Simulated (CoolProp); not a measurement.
Computed with CoolProp (reference Helmholtz-energy equation of state, Thol 2014).

**Question.** For diethyl ether, give the phase and the cp (kJ/(kg K)), cv (kJ/(kg K)), Joule-Thomson coefficient (K/MPa), fugacity coefficient at 383.7 K and 34.9 bar; 407.4 K and 34.9 bar.

**Answer.** 
- 383.7 K and 34.9 bar: liquid; cp 2.67, cv 1.97, Joule-Thomson coefficient -0.0177, fugacity coefficient 0.222
- 407.4 K and 34.9 bar: liquid; cp 2.83, cv 2.04, Joule-Thomson coefficient 0.188, fugacity coefficient 0.333
